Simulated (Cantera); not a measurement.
Feed: 1 mol BN, 0.058 mol N2, equilibrated at 1473 K and 0.0255 Torr.

Method: chemical equilibrium by Gibbs-energy minimisation in Cantera with the NASA 1993 tables (ideal gas, pure condensed phases). Candidate condensed phases: B, BN; 5 gas species. The numbers say what is thermodynamically allowed, not how fast it happens.

Base state: N2 1.00 (mole fractions); condensed: BN(s).

### Question
What changes in the equilibrium state with this change: temperature from 1473 K to 2225 K?

### Answer
| species | before | after |
|---|---|---|
| N2 | 1.00 | 0.887 |
| B | <1e-9 | 0.113 |
| BN | <1e-9 | 0.000400 |
| BN(s), mol | 1.00 | 0 |
| B(s), mol | 0 | 0.929 |

### Question
What changes in the equilibrium state with this change: 0.68 mol HCl added?

### Answer
```
species     before     after
----------  ------  --------
HCl              0     0.810
N2            1.00    0.0956
H2               0    0.0520
BCl3             0    0.0306
Cl               0   0.00625
BCl              0   0.00287
BCl2             0   0.00169
H                0  0.000495
BN(s), mol    1.00     0.974
```
The tables' values for BCl, BCl2 are old estimates; treat these amounts as uncertain. Gases not in the tables: BHCl2. Further candidate phases: NH4Cl.
